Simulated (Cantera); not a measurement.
# Adiabatic ignition

An adiabatic, constant-pressure homogeneous reactor starts with C₃H₈ : O₂ : N₂ : H₂O = 1 : 2.5 : 9.4 : 0.029 (molar parts), equivalence ratio 2.0, at 1125 K and 0.840 bar.

Model: GRI-Mech 3.0 (53 species, 325 reactions), integrated in Cantera. GRI-Mech 3.0 was tuned for natural gas; its chemistry of propane as a main component is partial and can be far from experiment.

```json
[
 {"t (s)": "2.00e-6", "T (K)": "1125", "x C₃H₈": "0.0773", "x O₂": "0.193", "x CH₄": "2.91e-10", "x OH": "5.67e-11", "x CH₃": "8.35e-8", "x H": "6.49e-10"},
 {"t (s)": "4.31e-6", "T (K)": "1125", "x C₃H₈": "0.0773", "x O₂": "0.193", "x CH₄": "1.38e-9", "x OH": "1.22e-10", "x CH₃": "1.85e-7", "x H": "1.18e-9"},
 {"t (s)": "9.28e-6", "T (K)": "1125", "x C₃H₈": "0.0773", "x O₂": "0.193", "x CH₄": "6.59e-9", "x OH": "1.99e-10", "x CH₃": "4.13e-7", "x H": "1.60e-9"},
 {"t (s)": "2.00e-5", "T (K)": "1125", "x C₃H₈": "0.0773", "x O₂": "0.193", "x CH₄": "3.17e-8", "x OH": "3.15e-10", "x CH₃": "9.21e-7", "x H": "1.77e-9"},
 {"t (s)": "4.31e-5", "T (K)": "1125", "x C₃H₈": "0.0773", "x O₂": "0.193", "x CH₄": "1.52e-7", "x OH": "6.65e-10", "x CH₃": "2.05e-6", "x H": "1.99e-9"},
 {"t (s)": "9.28e-5", "T (K)": "1125", "x C₃H₈": "0.0773", "x O₂": "0.193", "x CH₄": "7.35e-7", "x OH": "1.97e-9", "x CH₃": "4.62e-6", "x H": "2.93e-9"},
 {"t (s)": "0.000200", "T (K)": "1125", "x C₃H₈": "0.0773", "x O₂": "0.193", "x CH₄": "3.65e-6", "x OH": "6.64e-9", "x CH₃": "1.08e-5", "x H": "6.61e-9"},
 {"t (s)": "0.000431", "T (K)": "1125", "x C₃H₈": "0.0773", "x O₂": "0.193", "x CH₄": "1.79e-5", "x OH": "1.55e-8", "x CH₃": "2.30e-5", "x H": "1.34e-8"},
 {"t (s)": "0.000928", "T (K)": "1125", "x C₃H₈": "0.0771", "x O₂": "0.193", "x CH₄": "6.77e-5", "x OH": "1.76e-8", "x CH₃": "2.98e-5", "x H": "1.40e-8"},
 {"t (s)": "0.00200", "T (K)": "1125", "x C₃H₈": "0.0768", "x O₂": "0.193", "x CH₄": "0.000185", "x OH": "1.92e-8", "x CH₃": "3.06e-5", "x H": "1.49e-8"},
 {"t (s)": "0.00431", "T (K)": "1125", "x C₃H₈": "0.0761", "x O₂": "0.193", "x CH₄": "0.000452", "x OH": "2.19e-8", "x CH₃": "3.13e-5", "x H": "1.72e-8"},
 {"t (s)": "0.00928", "T (K)": "1125", "x C₃H₈": "0.0743", "x O₂": "0.192", "x CH₄": "0.00108", "x OH": "2.88e-8", "x CH₃": "3.28e-5", "x H": "2.37e-8"},
 {"t (s)": "0.0200", "T (K)": "1127", "x C₃H₈": "0.0693", "x O₂": "0.189", "x CH₄": "0.00284", "x OH": "5.82e-8", "x CH₃": "3.93e-5", "x H": "5.29e-8"},
 {"t (s)": "0.0431", "T (K)": "2281", "x C₃H₈": "<1e-12", "x O₂": "2.09e-6", "x CH₄": "8.12e-11", "x OH": "0.000401", "x CH₃": "3.82e-11", "x H": "0.00355"},
 {"t (s)": "0.0928", "T (K)": "2281", "x C₃H₈": "<1e-12", "x O₂": "2.18e-6", "x CH₄": "2.76e-11", "x OH": "0.000410", "x CH₃": "1.33e-11", "x H": "0.00362"},
 {"t (s)": "0.200", "T (K)": "2282", "x C₃H₈": "<1e-12", "x O₂": "2.19e-6", "x CH₄": "2.70e-11", "x OH": "0.000411", "x CH₃": "1.30e-11", "x H": "0.00363"}
]
```
x: mole fraction; the columns are a selection and need not sum to one.

| Quantity | Value |
|---|---|
| time of steepest temperature rise | 35.3 ms |
| temperature at 0.200 s | 2282 K |
| equilibrium temperature | 2282 K |
| x(C₃H₈) at 0.200 s | <1e-12 (gas-phase equilibrium <1e-12) |
| x(O₂) at 0.200 s | 2.19e-6 (gas-phase equilibrium 2.19e-6) |
| x(CH₄) at 0.200 s | 2.70e-11 (gas-phase equilibrium 3.02e-11) |
